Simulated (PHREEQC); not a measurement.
PHREEQC input (ion-association model, phreeqc.dat):

```
SOLUTION 0
  temp 25
  units mmol/kgw
  pH 7 charge
  Cl 20.71
  K 19
  Na 1.7
  O(0) 1 O2(g) -0.68
SOLUTION 1-40
  temp 25
  units mmol/kgw
  pH 7 charge
  Br 5.9
  K 5.9
  Cl 0.01
  O(0) 1 O2(g) -0.68
END
EXCHANGE 1-40
  X 0.032
  -equilibrate 1
END
SELECTED_OUTPUT 1
  -reset false
  -pH true
  -pe true
  -ionic_strength true
  -water true
  -step true
  -totals Br Cl K Na
  -molalities KX NaX
  -saturation_indices Halite Sylvite
PRINT
  -reset false
TRANSPORT
  -cells 40
  -shifts 240
  -lengths 0.0025
  -time_step 60
  -dispersivities 0.0035
  -boundary_conditions flux flux
  -correct_disp true
  -punch_cells 40
  -punch_frequency 8
END
```

Selected output (columns that matter, 25 of 31 rows; pore volumes added in front):

```
pore volumes	pH	mu	Br	Cl	K	Na	m_KX	m_NaX	si_Halite	si_Sylvite
0	5.0319	0.00591	0.0059	1e-05	0.0059	0	0.032	0	-1000	-8.2009
0.2125	5.0319	0.00591	0.0059	1e-05	0.0059	5.0399e-26	0.032	5.4541e-26	-31.939	-8.2009
0.4125	5.0319	0.0059152	0.0058979	1.728e-05	0.0059052	2.603e-12	0.032	2.8144e-12	-17.988	-7.963
0.8125	5.0388	0.0096808	0.0043968	0.005284	0.0096458	2.4957e-05	0.031983	1.6511e-05	-8.5381	-5.2824
1.0125	5.0451	0.014361	0.002531	0.01183	0.014092	0.0002587	0.031883	0.00011678	-7.1889	-4.7848
1.2125	5.0488	0.017844	0.0011425	0.016702	0.017124	0.00071024	0.031737	0.00026265	-6.6106	-4.5609
1.6125	5.0511	0.020341	0.00014697	0.020194	0.018931	0.0014	0.031535	0.00046531	-6.2399	-4.4416
1.8125	5.0513	0.020595	4.5756e-05	0.020549	0.019032	0.0015531	0.031487	0.00051267	-6.1879	-4.4324
2.0125	5.0514	0.020676	1.343e-05	0.020663	0.019035	0.0016313	0.031462	0.00053797	-6.1643	-4.4301
2.2125	5.0514	0.020701	3.7755e-06	0.020697	0.019022	0.001669	0.031449	0.00055057	-6.1538	-4.4298
2.4125	5.0514	0.020707	1.0278e-06	0.020706	0.019011	0.0016864	0.031443	0.00055652	-6.1491	-4.4298
2.8125	5.0514	0.02071	7.1203e-08	0.02071	0.019002	0.0016975	0.03144	0.00056039	-6.1461	-4.43
3.0125	5.0514	0.02071	1.8296e-08	0.02071	0.019001	0.001699	0.031439	0.0005609	-6.1458	-4.43
3.2125	5.0514	0.02071	4.647e-09	0.02071	0.019	0.0016996	0.031439	0.00056111	-6.1456	-4.43
3.6125	5.0514	0.02071	2.9216e-10	0.02071	0.019	0.0016999	0.031439	0.00056123	-6.1455	-4.43
3.8125	5.0514	0.02071	7.2548e-11	0.02071	0.019	0.0017	0.031439	0.00056125	-6.1455	-4.43
4.0125	5.0514	0.02071	1.7927e-11	0.02071	0.019	0.0017	0.031439	0.00056125	-6.1455	-4.43
4.2125	5.0514	0.02071	4.4123e-12	0.02071	0.019	0.0017	0.031439	0.00056125	-6.1455	-4.43
4.4125	5.0514	0.02071	1.0824e-12	0.02071	0.019	0.0017	0.031439	0.00056125	-6.1455	-4.43
4.8125	5.0514	0.02071	6.4638e-14	0.02071	0.019	0.0017	0.031439	0.00056126	-6.1455	-4.43
5.0125	5.0514	0.02071	1.5748e-14	0.02071	0.019	0.0017	0.031439	0.00056126	-6.1455	-4.43
5.2125	5.0514	0.02071	3.8309e-15	0.02071	0.019	0.0017	0.031439	0.00056126	-6.1455	-4.43
5.6125	5.0514	0.02071	2.2586e-16	0.02071	0.019	0.0017	0.031439	0.00056126	-6.1455	-4.43
5.8125	5.0514	0.02071	5.4765e-17	0.02071	0.019	0.0017	0.031439	0.00056126	-6.1455	-4.43
6.0125	5.0514	0.02071	1.3274e-17	0.02071	0.019	0.0017	0.031439	0.00056126	-6.1455	-4.43
```
